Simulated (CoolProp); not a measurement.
Vapour-liquid equilibrium of carbon dioxide (1) + n-pentane (2) at 251.1 K; x and y are mole fractions of (1).

Values from CoolProp's multi-fluid Helmholtz-energy mixture model, Span 1996 and Thol 2019; pair parameters Kunz 2012.

| x | bubble pressure, mixture model (MPa) | bubble pressure, Raoult's law (MPa) | y, mixture model | y, Raoult's law |
|---|---|---|---|---|
| 0.05 | 0.1386 | 0.1001 | 0.942 | 0.923 |
| 0.15 | 0.4255 | 0.2841 | 0.981 | 0.976 |
| 0.25 | 0.7021 | 0.4681 | 0.988 | 0.987 |
| 0.35 | 0.9310 | 0.6520 | 0.991 | 0.992 |
| 0.45 | 1.101 | 0.8360 | 0.993 | 0.995 |
| 0.55 | 1.224 | 1.020 | 0.994 | 0.996 |
| 0.65 | 1.324 | 1.204 | 0.995 | 0.998 |
| 0.75 | 1.428 | 1.388 | 0.995 | 0.999 |
| 0.85 | 1.559 | 1.572 | 0.997 | 0.999 |
| 0.95 | 1.738 | 1.756 | 0.999 | 1.000 |

The largest gap from Raoult's law is +50.0 % in bubble pressure, at x = 0.25. No azeotrope shows between x = 0.05 and 0.95.

The pair parameters rest on a limited set of measurements; away from them the model extrapolates. The gap from Raoult's law changes sign with composition, which may be real or a fault of the pair parameters; it wasn't checked against measurements. With so large a gap from Raoult's law the liquid may split in two, which this calculation doesn't test in full.
